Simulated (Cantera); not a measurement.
What does this Cantera script print?

```python
import numpy as np
import cantera as ct

gas = ct.Solution("gri30.yaml")
gas.TPX = 1550, 170000, {'CH4': 1, 'N2': 1.2}
inlet = ct.Reservoir(gas, clone=True)

reactor = ct.IdealGasConstPressureReactor(gas, energy="off", clone=False)
exhaust = ct.Reservoir(gas, clone=True)
tau = [5, 1.7, 0.55, 0.18, 0.061, 0.02, 0.0067, 0.0022, 0.00075][0]
for a, b in ((inlet, reactor), (reactor, exhaust)):
    ct.MassFlowController(a, b, mdot=lambda t: reactor.mass / tau)
net = ct.ReactorNet([reactor])
show = ['CH4', 'CH2', 'C2H4', 'CH3', 'H']

rows = []
print(f"{'tau/s':>10s}{'T/K':>9s}" + "".join(f"{s:>11s}" for s in show))
for tau in [5, 1.7, 0.55, 0.18, 0.061, 0.02, 0.0067, 0.0022, 0.00075]:
    net.initial_time = 0.0
    net.advance(30 * tau)
    before = gas.X
    net.advance(40 * tau)
    drift = np.max(np.abs(gas.X - before) / (gas.X + 1e-9))
    rows.append([gas.T, *gas[show].X, drift])
    print(f"{tau:10.3e}{gas.T:9.1f}" + "".join(f"{x:11.3e}" for x in gas[show].X))
```

Result:

```
     tau/s      T/K        CH4        CH2       C2H4        CH3          H
 5.000e+00   1550.0  8.414e-02  2.085e-09  1.300e-02  6.365e-05  1.400e-05
 1.700e+00   1550.0  1.067e-01  2.334e-09  1.175e-02  7.604e-05  1.241e-05
 5.500e-01   1550.0  1.600e-01  2.988e-09  9.213e-03  1.058e-04  9.785e-06
 1.800e-01   1550.0  2.426e-01  4.260e-09  6.563e-03  1.560e-04  6.877e-06
 6.100e-02   1550.0  3.270e-01  6.159e-09  5.657e-03  2.183e-04  4.308e-06
 2.000e-02   1550.0  3.931e-01  8.519e-09  5.774e-03  2.821e-04  2.234e-06
 6.700e-03   1550.0  4.307e-01  9.774e-09  4.201e-03  3.166e-04  9.120e-07
 2.200e-03   1550.0  4.476e-01  7.825e-09  1.447e-03  2.881e-04  2.931e-07
 7.500e-04   1550.0  4.526e-01  4.502e-09  2.724e-04  2.187e-04  1.179e-07
```

Computed with Cantera and GRI-Mech 3.0 (53 species, 325 reactions). GRI-Mech 3.0 stops at C3 and has no aromatics, soot or wall deposition, so with more carbon than oxygen in the feed, carbon stays in small species such as C2H2 where larger ones or solid carbon would form.
